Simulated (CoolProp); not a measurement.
Vapour pressure (bar) of 1,2-dichloroethane: the reference equation beside estimates from Tc = 561.6 K, pc = 52.26 bar, ω = 0.269. Clausius-Clapeyron is anchored at 443.3 K with a constant enthalpy of vaporisation of 26.36 kJ/mol.

Computed with CoolProp (reference Helmholtz-energy equation of state, Thol 2015).

```csv
T (K),reference,Lee-Kesler,Clausius-Clapeyron,Soave-Redlich-Kwong,Peng-Robinson
423.6,5.685,5.743,6.066,5.748,5.690
433.4,6.962,7.047,7.185,7.062,6.982
443.3,8.460,8.575,8.460,8.607,8.501
453.1,10.17,10.32,9.875,10.37,10.24
463,12.14,12.33,11.47,12.42,12.25
472.8,14.37,14.59,13.22,14.72,14.53
482.7,16.91,17.17,15.17,17.36,17.13
492.5,19.75,20.05,17.28,20.29,20.04
```

Absolute difference from the reference over all 8 rows, mean and median: Lee-Kesler 1.4 and 1.5 %, Clausius-Clapeyron 6.1 and 6.1 %, Soave-Redlich-Kwong 2.0 and 2.1 %, Peng-Robinson 0.8 and 0.8 %.
